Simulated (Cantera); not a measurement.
An adiabatic, constant-volume homogeneous reactor starts with C₃H₈ : O₂ : N₂ = 1.3 : 8.06 : 80.6 (molar parts), equivalence ratio 0.81, at 1750 K and 4500 Torr.

Cantera simulation using GRI-Mech 3.0 (53 species, 325 reactions); the numbers are that mechanism's predictions, not measurements. GRI-Mech 3.0 was tuned for natural gas; its chemistry of propane as a main component is partial and can be far from experiment.

One state of this run: T (K) = 2558; P (bar) = 8.99; x C₃H₈ = <1e-12; x O₂ = 0.0208; x N₂O = 1.50e-6; x C₂H₄ = <1e-12; x OH = 0.00627; x C₂H₂ = <1e-12. x: mole fraction; the columns are a selection and need not sum to one.

Problem. Which value of t (s) does it belong to?
(A) 0.0330
(B) 0.187
(C) 0.00583
(D) 3.21e-5

Solution. D, 3.21e-5
